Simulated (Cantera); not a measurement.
What does this Cantera script print?

```python
import numpy as np
import cantera as ct

gas_names = """
    C CO CO2 C2 C2O C3 C3O2 C4 C5 O O2 O3 Si SiC SiC2 SiO SiO2 Si2 Si2C Si3
""".split()
cond_names = """
    C(gr) Si(cr) Si(L) SiC(b) SiO2(Lqz) SiO2(hqz) SiO2(L)
""".split()


# ... load() reads the species with a 1 bar reference pressure and builds the phases ...
atoms = {
    'Si': {'Si': 1},
    'CO': {'C': 1, 'O': 1},
}
top_T = {'C(gr)': 4500, 'SiC(b)': 3050}  # K; cautious upper limits of use, not melting points


# ... equilibrate(T, P, feed) seeds the gas with the atoms and calls Mixture.equilibrate('TP', solver="vcs", rtol=1e-11, max_steps=5000) ...
results = []
feed = {'Si': 1, 'CO': 6.2}  # mol
T = 1248  # K
for P in [10, 82, 670, 5500, 45000, 370000, 3000000]:
    mix = equilibrate(T, P, feed)
    results.append((T, P, feed, dict(zip(mix.species_names, mix.species_moles))))

top = {s: max(r[3][s] / sum(r[3][g] for g in gas_names) for r in results) for s in gas_names}
cols = sorted((s for s in top if top[s] > 0.0001), key=lambda s: -top[s])[:8]
seen = [c for c in cond_names if any(r[3].get(c, 0) > 1e-12 for r in results)]
print("log10 of partial pressures in bar; condensed amounts in mol")
print(f"{'P/Pa':>10s}" + "".join(f"{s[:9]:>10s}" for s in cols + seen))
for T, P, feed, n in results:
    ng = sum(n[g] for g in gas_names)
    print(f"{P:10.4g}" + "".join(f"{np.log10(max(n[s] / ng * P / 1e5, 1e-99)):10.3f}" for s in cols)
          + "".join(f"{n.get(c, 0):10.4g}" for c in seen))
```

It prints:

```
log10 of partial pressures in bar; condensed amounts in mol
      P/Pa        CO       CO2       SiO     C(gr)    SiC(b) SiO2(hqz)
        10    -4.001    -9.845    -6.939         0    0.6645    0.3291
        82    -3.086    -8.178    -7.692         2         0    0.9999
       670    -2.174    -6.353    -8.604         2         0         1
      5500    -1.260    -4.525    -9.518     2.002         0         1
   4.5e+04    -0.349    -2.703   -10.429     2.018         0         1
   3.7e+05     0.553    -0.899   -11.331     2.138         0         1
     3e+06     1.384     0.763   -12.162     2.679         0         1
```

Equilibrium computed with Cantera from the NASA thermochemical tables; the gas is ideal and each condensed phase is pure. Mutual solubility and eutectic melting of coexisting phases are not modelled. The tables hold silica as quartz up to 1696 K and as liquid above; real silica turns to tridymite and cristobalite and melts near 1996 K.
